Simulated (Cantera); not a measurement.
Cantera with NASA thermochemical tables; ideal gases at 1 bar, condensed phases pure. Values are per mole of reaction as written; species without (g) are pure solids or liquids, kept so even where they would boil at 1 bar.

2 AlN + O(g) ⇌ N₂(g) + Al₂O(g), with ΔH° = 241.6 kJ and ΔS° = 242.6 J/K at 300 K.

### Question
How far is the shortcut ΔG° ≈ ΔH°(300 K) − T·ΔS°(300 K) from the full temperature-dependent value at 2225, 2275, 2325, 2375, 2425, 2475, 2525, 2575, 2625, 2675, 2725 K?

### Answer
```
T (K)  shortcut (kJ)  full (kJ)  difference (kJ)  difference in log10 K
-----  -------------  ---------  ---------------  ---------------------
2225          -298.1     -253.3            -44.8                   1.05
2275          -310.3     -263.5            -46.8                   1.07
2325          -322.4     -273.5            -48.9                   1.10
2375          -334.5     -283.6            -50.9                   1.12
2425          -346.7     -293.6            -53.0                   1.14
2475          -358.8     -303.6            -55.1                   1.16
2525          -370.9     -313.6            -57.3                   1.19
2575          -383.0     -323.6            -59.5                   1.21
2625          -395.2     -333.5            -61.7                   1.23
2675          -407.3     -343.4            -63.9                   1.25
2725          -419.4     -353.3            -66.1                   1.27
```
The shortcut ignores the heat-capacity change of the reaction.
